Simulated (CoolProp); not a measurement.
Vapour-liquid equilibrium of n-octane (1) + m-xylene (2) at 88.55 °C; x and y are mole fractions of (1).

Model: multi-fluid Helmholtz-energy mixture model, Beckmüller 2019 and Zhou 2012; pair parameters Bell 2016, in CoolProp.

```csv
x,"bubble pressure, mixture model (MPa)","bubble pressure, Raoult's law (MPa)","y, mixture model","y, Raoult's law"
0.05,0.02155,0.02139,0.081,0.074
0.2,0.02355,0.02303,0.288,0.276
0.35,0.02537,0.02468,0.457,0.451
0.5,0.02703,0.02633,0.602,0.604
0.65,0.02858,0.02797,0.731,0.739
0.8,0.03002,0.02962,0.850,0.859
0.95,0.03138,0.03126,0.963,0.967
```

The largest gap from Raoult's law is +2.8 % in bubble pressure, at x = 0.35. No azeotrope shows between x = 0.05 and 0.95.

The pair parameters rest on a limited set of measurements; away from them the model extrapolates.
